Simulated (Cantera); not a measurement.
Feed: 1 mol BF3, 1.4 mol O2, 150 mol N2, at 2198 K and 12.0 Pa.

These are equilibrium values from Cantera (NASA tables, ideal gas, pure condensed phases), not measurements of a reactor. Candidate condensed phases: B, BN, B2O3; 31 gas species. Rates play no part.

Base state: N2 0.970, F 0.0128, O 0.00833, BOF 0.00641, O2 0.00117, NO 0.00104, BF3 4.93e-5 (mole fractions); condensed: gas only.

Problem. What changes in the equilibrium state with this change: pressure from 12.0 Pa to 0.250 bar?

Solution. 
| species | before | after |
|---|---|---|
| N2 | 0.970 | 0.981 |
| O2 | 0.00117 | 0.00718 |
| BF3 | 4.93e-5 | 0.00562 |
| F | 0.0128 | 0.00185 |
| O | 0.00833 | 0.000453 |
| BOF | 0.00641 | 0.000920 |
| NO | 0.00104 | 0.00259 |
